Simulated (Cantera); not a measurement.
Input: 1 mol trisilylamine, 0.92 mol NH3, 2.6 mol N2, equilibrated at 15.0 Pa.

Equilibrium computed with Cantera from the NASA thermochemical tables; the gas is ideal and each condensed phase is pure. Candidate condensed phases: Si, Si3N4; 18 gas species. The feed counts by its element totals alone. Mutual solubility and eutectic melting of coexisting phases are not modelled. Gases not in the tables: Si2H6 and higher silanes. Rates play no part.

Which condensed phases are stable at each of these points (T (K)): 898, 973, 1048, 1123, 1198, 1273, 1348, 1423, 1498, 1573, 1648, 1723, 1798?


```
T (K)  condensed phases  Si condensed (%)
-----  ----------------  ----------------
898            Si3N4(s)             100.0
973            Si3N4(s)             100.0
1048           Si3N4(s)             100.0
1123           Si3N4(s)             100.0
1198           Si3N4(s)             100.0
1273           Si3N4(s)             100.0
1348           Si3N4(s)             100.0
1423           Si3N4(s)             100.0
1498   Si(s) + Si3N4(s)             100.0
1573              Si(s)              99.9
1648              Si(s)              99.4
1723              Si(l)              97.8
1798              Si(l)              93.0
```

From 898 K to 1423 K the condensed part is Si3N4(s). At 1498 K the condensed part is Si(s) + Si3N4(s). From 1573 K to 1648 K the condensed part is Si(s). From 1723 K to 1798 K the condensed part is Si(l).
